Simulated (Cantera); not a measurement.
Iron carbonyl, mercury and lead vapours: HgO + O₂ + N₂

A closed system holds: 1 mol HgO, 0.051 mol O₂, a varied amount of N₂, held at 1025 K and 0.00120 bar.

Cantera equilibrium calculation (NASA polynomials, part measured and part estimated; ideal gas, pure solids and liquids). Candidate condensed phases: Hg, HgO; 10 gas species. The numbers say what is thermodynamically allowed, not how fast it happens.

| n(N₂) (mol) | x N₂ | x Hg | x O₂ | x NO | x NO₂ | x O |
|---|---|---|---|---|---|---|
| 0.93 | 0.375 | 0.403 | 0.222 | 2.90e-5 | 4.71e-8 | 4.49e-9 |
| 4.2 | 0.730 | 0.174 | 0.0958 | 2.66e-5 | 2.83e-8 | 2.95e-9 |
| 7.5 | 0.829 | 0.110 | 0.0609 | 2.26e-5 | 1.92e-8 | 2.35e-9 |
| 11 | 0.876 | 0.0797 | 0.0439 | 1.97e-5 | 1.42e-8 | 2.00e-9 |
| 14 | 0.900 | 0.0643 | 0.0354 | 1.80e-5 | 1.16e-8 | 1.79e-9 |
| 17 | 0.916 | 0.0539 | 0.0297 | 1.66e-5 | 9.84e-9 | 1.64e-9 |
| 21 | 0.931 | 0.0443 | 0.0244 | 1.52e-5 | 8.16e-9 | 1.49e-9 |
| 24 | 0.939 | 0.0391 | 0.0216 | 1.43e-5 | 7.23e-9 | 1.40e-9 |
| 27 | 0.946 | 0.0350 | 0.0193 | 1.36e-5 | 6.50e-9 | 1.32e-9 |
x: gas mole fraction; nothing condenses.

From 0.93 mol N₂ to 27 mol N₂ nothing is condensed. The main Hg-bearing gas is Hg throughout.
